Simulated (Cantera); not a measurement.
A perfectly stirred reactor is fed with 13.8 % H2, 86.2 % O2, at 0.0267 bar; it is held at 1225 K, and followed from long to short residence time.

Cantera simulation using GRI-Mech 3.0 (53 species, 325 reactions); the numbers are that mechanism's predictions, not measurements. Radical loss at walls, strong at low pressure, is not modelled. The temperature is held fixed by assumption; the heat of reaction is taken as removed at once.

One state of this run: x H2 = 0.000158; x O2 = 0.851; x O = 0.000812; x H2O = 0.147; x H2O2 = 1.97e-7; x HO2 = 2.87e-6. x: mole fraction; the columns are a selection and need not sum to one.

### Question
Which value of τ (s) does it belong to?
A) 2.2
B) 13
C) 0.071
D) 30

### Answer
A, 2.2
